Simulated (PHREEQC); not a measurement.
Consider water at 25 °C with 0.018 mol/kgw ZnSO4, 0.00043 mol/kgw ZnCl2, 0.0012 mol/kgw HCl and 0.00065 mol/kgw NaCl. Closed to the air; pH follows from the charge balance.

Computed with PHREEQC (ion-association model, phreeqc.dat).

Question: The ionic strength comes out as 0.0474 mol/kgw. What activity coefficients do SO4-2, Zn(SO4)2-2, Cl-, ZnCl+, Zn+2 get?

Answer: SO4-2 0.47, Zn(SO4)2-2 0.46, Cl- 0.82, ZnCl+ 0.82, Zn+2 0.47.

No solid was allowed to form. Complexes and solids missing from the database can't appear.
